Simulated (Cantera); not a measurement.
Cantera run, input and output.

```python
import numpy as np
import cantera as ct

gas = ct.Solution("gri30.yaml", transport_model="multicomponent")
show = ['CH4', 'OH', 'N2']

rows = []
print(f"{'T/K':>7s}{'rho':>11s}{'cp':>10s}{'mu':>11s}{'lambda':>11s}{'Pr':>7s}" + "".join(f"{'D_' + s:>11s}" for s in show))
for T in [400, 650, 900, 1150, 1400, 1650]:
    gas.TPX = T, 101325, {'C2H2': 0.78, 'CH3OH': 0.21}
    Pr = gas.cp_mass * gas.viscosity / gas.thermal_conductivity
    D = [gas.mix_diff_coeffs_mole[gas.species_index(s)] for s in show]
    rows.append([gas.density, gas.cp_mass, gas.viscosity, gas.thermal_conductivity, Pr, *D])
    print(f"{T:7g}{gas.density:11.4e}{gas.cp_mass:10.1f}{gas.viscosity:11.4e}"
          f"{gas.thermal_conductivity:11.4e}{Pr:7.3f}" + "".join(f"{d:11.4e}" for d in D))
print("SI units: kg/m3, J/kg/K, Pa s, W/m/K, m2/s")
```

Result:

```
    T/K        rho        cp         mu     lambda     Pr      D_CH4       D_OH       D_N2
    400 8.3209e-01    1849.3 1.3473e-05 3.3996e-02  0.733 2.9585e-05 4.1762e-05 2.7711e-05
    650 5.1205e-01    2268.9 2.0354e-05 6.2748e-02  0.736 7.0502e-05 9.7437e-05 6.5100e-05
    900 3.6982e-01    2555.2 2.6174e-05 9.0746e-02  0.737 1.2381e-04 1.6952e-04 1.1360e-04
   1150 2.8942e-01    2783.0 3.1297e-05 1.1816e-01  0.737 1.8791e-04 2.5605e-04 1.7183e-04
   1400 2.3774e-01    2955.4 3.5935e-05 1.4414e-01  0.737 2.6180e-04 3.5577e-04 2.3895e-04
   1650 2.0172e-01    3087.1 4.0215e-05 1.6861e-01  0.736 3.4478e-04 4.6779e-04 3.1433e-04
SI units: kg/m3, J/kg/K, Pa s, W/m/K, m2/s
```

Detailed kinetics in Cantera: GRI-Mech 3.0 (53 species, 325 reactions). Polar gases are described roughly by these parameters. The composition is frozen, though it would react at the higher temperatures.
